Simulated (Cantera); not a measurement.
# Premixed flame

A freely propagating, adiabatic, planar premixed flame of 20.4 % CO, 8.15 % H₂, 15.0 % O₂, 56.4 % N₂, unburnt at 425 K and 1650 Torr; mixture-averaged transport, grid criteria slope 0.08 and curve 0.16, no radiation.

Detailed kinetics in Cantera: GRI-Mech 3.0 (53 species, 325 reactions). The hydrogen kinetics of GRI-Mech 3.0 are dated; newer H2 mechanisms differ, most at raised pressure. Burning velocities carry a grid error of a few per cent, more on coarse grids.

| z (mm) | T (K) | u (m/s) | x CO | x H₂ | x O₂ | x CO₂ | x NO | x OH |
|---|---|---|---|---|---|---|---|---|
| -0.677 | 425 | 1.19 | 0.204 | 0.0815 | 0.150 | <1e-8 | <1e-8 | <1e-8 |
| -0.452 | 425 | 1.19 | 0.204 | 0.0812 | 0.150 | <1e-8 | <1e-8 | <1e-8 |
| -0.339 | 425 | 1.19 | 0.204 | 0.0805 | 0.150 | 1.51e-7 | <1e-8 | <1e-8 |
| -0.226 | 426 | 1.19 | 0.205 | 0.0778 | 0.151 | 3.19e-6 | <1e-8 | <1e-8 |
| -0.113 | 460 | 1.27 | 0.206 | 0.0653 | 0.152 | 0.000354 | 1.07e-8 | 1.73e-7 |
| -0.0564 | 709 | 1.93 | 0.200 | 0.0468 | 0.144 | 0.00833 | 3.17e-7 | 0.000244 |
| 0 | 1190 | 3.18 | 0.171 | 0.0232 | 0.114 | 0.0395 | 2.33e-6 | 0.00153 |
| 0.0564 | 1529 | 4.01 | 0.130 | 0.00904 | 0.0785 | 0.0845 | 7.78e-6 | 0.00430 |
| 0.113 | 1723 | 4.45 | 0.0995 | 0.00623 | 0.0594 | 0.120 | 1.49e-5 | 0.00647 |
| 0.226 | 1921 | 4.87 | 0.0728 | 0.00605 | 0.0461 | 0.152 | 2.72e-5 | 0.00826 |
| 0.452 | 2091 | 5.24 | 0.0589 | 0.00506 | 0.0387 | 0.169 | 4.47e-5 | 0.00852 |
| 0.903 | 2224 | 5.52 | 0.0479 | 0.00378 | 0.0331 | 0.182 | 7.32e-5 | 0.00774 |
| 1.81 | 2325 | 5.73 | 0.0378 | 0.00278 | 0.0282 | 0.194 | 0.000128 | 0.00668 |
x: mole fraction of selected species; z is measured from the peak of heat release.

| Property | Value |
|---|---|
| laminar burning velocity | 119 cm/s |
| thermal thickness | 0.226 mm |
| peak x(OH) | 0.00860 |
| grid points | 116 |
